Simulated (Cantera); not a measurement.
Input: 1 mol Si₃N₄, 1.9 mol N₂O, 510 mol N₂, equilibrated at 1000 Pa.

Method: chemical equilibrium by Gibbs-energy minimisation in Cantera with the NASA 1993 tables (ideal gas, pure condensed phases). Candidate condensed phases: Si, SiO₂, Si₂N₂O, Si₃N₄; 16 gas species. Mutual solubility and eutectic melting of coexisting phases are not modelled. The tables hold silica as quartz up to 1696 K and as liquid above; real silica turns to tridymite and cristobalite and melts near 1996 K. Rates play no part.

**Question.** Which condensed phases are stable at each of these points (T (°C)): 700, 800, 900, 1000, 1100, 1200, 1300, 1400, 1500, 1600, 1700, 1800?

**Answer.** 
```csv
T (°C),condensed phases,Si condensed (%)
700,SiO₂(β-quartz) + Si₂N₂O(s),100.0
800,SiO₂(β-quartz) + Si₂N₂O(s),100.0
900,SiO₂(β-quartz) + Si₂N₂O(s),100.0
1000,SiO₂(β-quartz) + Si₂N₂O(s),100.0
1100,SiO₂(β-quartz) + Si₂N₂O(s),99.6
1200,SiO₂(β-quartz) + Si₂N₂O(s),91.6
1300,Si₂N₂O(s),73.3
1400,Si₂N₂O(s) + Si₃N₄(s),70.3
1500,Si₃N₄(s),33.8
1600,Si(l),19.0
1700,gas only,0.0
1800,gas only,0.0
```

From 700 °C to 1200 °C the condensed part is SiO₂(β-quartz) + Si₂N₂O(s). At 1300 °C the condensed part is Si₂N₂O(s). At 1400 °C the condensed part is Si₂N₂O(s) + Si₃N₄(s). At 1500 °C the condensed part is Si₃N₄(s). At 1600 °C the condensed part is Si(l). From 1700 °C to 1800 °C nothing is condensed.
